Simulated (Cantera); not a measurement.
# Thermodynamics of silicon nitride deposition, feed trisilylamine + N₂

Charge: 1 mol trisilylamine, 21 mol N₂, equilibrated at 2000 Pa.

Cantera equilibrium calculation (NASA polynomials, part measured and part estimated; ideal gas, pure solids and liquids). Candidate condensed phases: Si, Si₃N₄; 18 gas species. The feed counts by its element totals alone. The tables' values for SiN are old estimates; treat these amounts as uncertain. Gases not in the tables: Si₂H₆ and higher silanes. Kinetics and transport are ignored.

From 1098 K to 1773 K the condensed part is Si₃N₄(s). From 1848 K to 2073 K the condensed part is Si(l).

| T (K) | x N₂ | x H₂ | x H | x Si | n Si₃N₄(s) | n Si(l) |
|---|---|---|---|---|---|---|
| 1098 | 0.812 | 0.187 | 7.57e-8 | <1e-12 | 1.00 | 0 |
| 1173 | 0.812 | 0.187 | 3.61e-7 | <1e-12 | 1.00 | 0 |
| 1248 | 0.812 | 0.187 | 1.43e-6 | <1e-12 | 1.00 | 0 |
| 1323 | 0.812 | 0.187 | 4.86e-6 | 6.46e-12 | 1.00 | 0 |
| 1398 | 0.812 | 0.187 | 1.45e-5 | 1.89e-10 | 1.00 | 0 |
| 1473 | 0.812 | 0.187 | 3.87e-5 | 3.90e-9 | 1.00 | 0 |
| 1548 | 0.812 | 0.187 | 9.43e-5 | 5.97e-8 | 1.000 | 0 |
| 1623 | 0.812 | 0.187 | 0.000212 | 7.08e-7 | 1.000 | 0 |
| 1698 | 0.812 | 0.187 | 0.000442 | 6.72e-6 | 1.000 | 0 |
| 1773 | 0.812 | 0.187 | 0.000870 | 5.25e-5 | 0.999 | 0 |
| 1848 | 0.826 | 0.172 | 0.00156 | 0.000314 | 0 | 2.99 |
| 1923 | 0.825 | 0.171 | 0.00276 | 0.000848 | 0 | 2.97 |
| 1998 | 0.823 | 0.170 | 0.00468 | 0.00213 | 0 | 2.93 |
| 2073 | 0.819 | 0.168 | 0.00761 | 0.00498 | 0 | 2.85 |
x: gas mole fraction; n: condensed amount in mol.
